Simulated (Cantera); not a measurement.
What does this Cantera script print?

```python
import numpy as np
import cantera as ct

gas_names = """
    NH3 OH H2O
""".split()
cond_names = """
    Cr(cr) Cr(L) Cr2N(s)
""".split()


# ... load() reads the species with a 1 bar reference pressure and builds the phases ...
species = {s.name: s for s in load("nasa_gas.yaml", gas_names) + load("nasa_condensed.yaml", cond_names)}
# Each term lists the table entries of one substance; the one whose range holds T is used.
reactions = {
    'NH3(g) + 2 Cr + 3 OH(g) = Cr2N + 3 H2O(g)':
        [(-1, ['NH3']), (-2, ['Cr(cr)', 'Cr(L)']), (-3, ['OH']), (1, ['Cr2N(s)']), (3, ['H2O'])],
}


def pick(names, T):
    return next(species[n] for n in names if species[n].thermo.min_temp <= T <= species[n].thermo.max_temp)


results = []
for label, terms in reactions.items():
    print(label)
    print("     T/K   dH/kJ  dS/(J/K)   dG/kJ   log10 K")
    for T in [300, 450, 550, 650, 750, 850]:
        used = [(nu, pick(names, T)) for nu, names in terms]
        dH = sum(nu * s.thermo.h(T) for nu, s in used) / 1e6
        dS = sum(nu * s.thermo.s(T) for nu, s in used) / 1e3
        dG = dH - T * dS / 1e3
        logK = -dG * 1e6 / (ct.gas_constant * T * np.log(10))
        results.append((label, T, dH, dS, dG, logK, [s.name for _, s in used]))
        print(f"{T:8g} {dH:8.1f} {dS:8.1f} {dG:8.1f} {logK:8.2f}")
```

Output:

```
NH3(g) + 2 Cr + 3 OH(g) = Cr2N + 3 H2O(g)
     T/K   dH/kJ  dS/(J/K)   dG/kJ   log10 K
     300   -923.1   -159.8   -875.2   152.38
     450   -923.5   -161.1   -851.1    98.79
     550   -923.7   -161.3   -835.0    79.30
     650   -923.7   -161.4   -818.8    65.80
     750   -923.7   -161.4   -802.7    55.90
     850   -923.6   -161.2   -786.6    48.33
```

Standard-state values (1 bar) from the NASA 1993 polynomials, evaluated with Cantera. Condensed species are held in their standard states even where they would react or evaporate.
